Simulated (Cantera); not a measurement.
**Si + F2 + H2 (silicon etching in halogen gases)**

Feed: 1 mol Si, 6.8 mol F2, 0.74 mol H2, equilibrated at 10.0 mbar.

Method: chemical equilibrium by Gibbs-energy minimisation in Cantera with the NASA 1993 tables (ideal gas, pure condensed phases). Candidate condensed phases: Si; 25 gas species. Rates play no part.

```json
[
 {"T (K)": "698", "x F": "0.0108", "x F2": "0.612", "x HF": "0.225", "x SiF4": "0.152", "x H2F2": "9.27e-8"},
 {"T (K)": "748", "x F": "0.0274", "x F2": "0.599", "x HF": "0.223", "x SiF4": "0.151", "x H2F2": "6.47e-8"},
 {"T (K)": "798", "x F": "0.0609", "x F2": "0.571", "x HF": "0.219", "x SiF4": "0.148", "x H2F2": "4.64e-8"},
 {"T (K)": "848", "x F": "0.121", "x F2": "0.523", "x HF": "0.213", "x SiF4": "0.144", "x H2F2": "3.35e-8"},
 {"T (K)": "898", "x F": "0.213", "x F2": "0.448", "x HF": "0.202", "x SiF4": "0.137", "x H2F2": "2.40e-8"},
 {"T (K)": "948", "x F": "0.336", "x F2": "0.348", "x HF": "0.188", "x SiF4": "0.127", "x H2F2": "1.69e-8"},
 {"T (K)": "998", "x F": "0.471", "x F2": "0.239", "x HF": "0.173", "x SiF4": "0.117", "x H2F2": "1.19e-8"},
 {"T (K)": "1048", "x F": "0.588", "x F2": "0.145", "x HF": "0.160", "x SiF4": "0.108", "x H2F2": "8.57e-9"},
 {"T (K)": "1098", "x F": "0.669", "x F2": "0.0789", "x HF": "0.151", "x SiF4": "0.102", "x H2F2": "6.56e-9"},
 {"T (K)": "1148", "x F": "0.715", "x F2": "0.0410", "x HF": "0.145", "x SiF4": "0.0982", "x H2F2": "5.33e-9"},
 {"T (K)": "1198", "x F": "0.740", "x F2": "0.0213", "x HF": "0.143", "x SiF4": "0.0963", "x H2F2": "4.53e-9"},
 {"T (K)": "1248", "x F": "0.752", "x F2": "0.0113", "x HF": "0.141", "x SiF4": "0.0954", "x H2F2": "3.97e-9"},
 {"T (K)": "1298", "x F": "0.758", "x F2": "0.00619", "x HF": "0.140", "x SiF4": "0.0949", "x H2F2": "3.55e-9"}
]
```
x: gas mole fraction; nothing condenses.

From 698 K to 1298 K nothing is condensed. The main Si-bearing gas is SiF4 throughout.
